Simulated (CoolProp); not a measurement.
Vapour-liquid equilibrium of dimethyl carbonate (1) + n-nonane (2) at 421.4 K; x and y are mole fractions of (1).

The numbers come from the multi-fluid Helmholtz-energy mixture model, Zhou 2011 and Lemmon 2006; pair parameters Bell 2016 in CoolProp.

```csv
x,"bubble pressure, mixture model (kPa)","bubble pressure, Raoult's law (kPa)","y, mixture model","y, Raoult's law"
0.05,139.8,114.1,…,0.211
0.15,220.9,152.7,0.610,0.472
0.25,286.0,191.3,0.720,0.629
0.35,…,229.9,0.778,0.732
0.45,…,268.5,…,0.806
0.55,397.7,307.2,…,0.861
0.65,419.2,345.8,0.864,0.904
0.75,…,384.4,…,0.938
0.85,456.5,423.0,0.920,0.966
0.95,473.8,461.6,0.967,0.990
```

Complete the blanks.


- 0.05, y, mixture model: 0.341
- 0.35, bubble pressure, mixture model (kPa): 335.0
- 0.45, bubble pressure, mixture model (kPa): 370.9
- 0.45, y, mixture model: 0.815
- 0.55, y, mixture model: 0.841
- 0.75, bubble pressure, mixture model (kPa): 438.2
- 0.75, y, mixture model: 0.889

The largest gap from Raoult's law is +49.5 % in bubble pressure, at x = 0.25. No azeotrope shows between x = 0.05 and 0.95.

Pair parameters are fitted to limited data, so mixtures are less certain than the pure fluids.
